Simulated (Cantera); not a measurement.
Input: 1 mol SiCl₄, 1.4 mol Cl₂, 15 mol H₂, equilibrated at 13300 Pa.

Method: chemical equilibrium by Gibbs-energy minimisation in Cantera with the NASA 1993 tables (ideal gas, pure condensed phases). Candidate condensed phases: Si; 19 gas species. The tables' values for SiCl₃, SiCl are old estimates; treat these amounts as uncertain. Kinetics and transport are ignored.

x: gas mole fraction; nothing condenses.

```
T (°C)   x H₂  x HCl   x SiCl₄   x SiCl₂   x SiCl₃
------  -----  -----  --------  --------  --------
525     0.781  0.161    0.0572  5.02e-10   5.04e-7
625     0.781  0.162    0.0567   7.73e-8   9.52e-6
725     0.780  0.163    0.0555       ___   9.69e-5
825     0.777  0.165    0.0531  0.000101  0.000617
925     0.771  0.172    0.0476   0.00125   0.00260
1025    0.755    ___       ___       ___   0.00674
1125    0.729  0.215    0.0197    0.0215   0.00994
1225    0.707  0.238   0.00772    0.0357   0.00929
1325    0.695  0.250   0.00251    0.0444   0.00671
1425    0.690  0.255  0.000802    0.0488   0.00445
```

Q: Fill in the missing entries.

A: 
- 1025, x HCl: 0.188
- 1025, x SiCl₄: 0.0359
- 1025, x SiCl₂: 0.00756
- 725, x SiCl₂: 4.15e-6
